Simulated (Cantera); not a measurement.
An adiabatic, constant-volume homogeneous reactor starts with CH₄ : CO : O₂ : N₂ : H₂O = 1 : 0.16 : 4.95 : 18.6 : 1.8 (molar parts), equivalence ratio 0.42, at 1750 K and 13500 Torr. Integrator tolerance rtol = 1e-08.

Computed with Cantera and GRI-Mech 3.0 (53 species, 325 reactions). The pressure lies above the range GRI-Mech 3.0 was tuned for (to about 10 atm).

**Question.** What does this change do: pressure from 13500 Torr to 9750 Torr?

**Answer.** 
```csv
quantity,before,after
time of steepest temperature rise,12.2 µs,15.7 µs
temperature at 2.00 s,2633 K,2625 K
equilibrium temperature,2633 K,2625 K
x(CH₄) at 2.00 s,<1e-12 (gas-phase equilibrium <1e-12),<1e-12 (gas-phase equilibrium <1e-12)
x(CO) at 2.00 s,0.00186 (gas-phase equilibrium 0.00186),0.00210 (gas-phase equilibrium 0.00210)
x(O₂) at 2.00 s,0.0972 (gas-phase equilibrium 0.0972),0.0972 (gas-phase equilibrium 0.0972)
x(CO₂) at 2.00 s,0.0418 (gas-phase equilibrium 0.0418),0.0416 (gas-phase equilibrium 0.0416)
x(C₂H₂) at 2.00 s,<1e-12 (gas-phase equilibrium <1e-12),<1e-12 (gas-phase equilibrium <1e-12)
x(CH₂O) at 2.00 s,1.89e-11 (gas-phase equilibrium 1.89e-11),1.75e-11 (gas-phase equilibrium 1.75e-11)
```
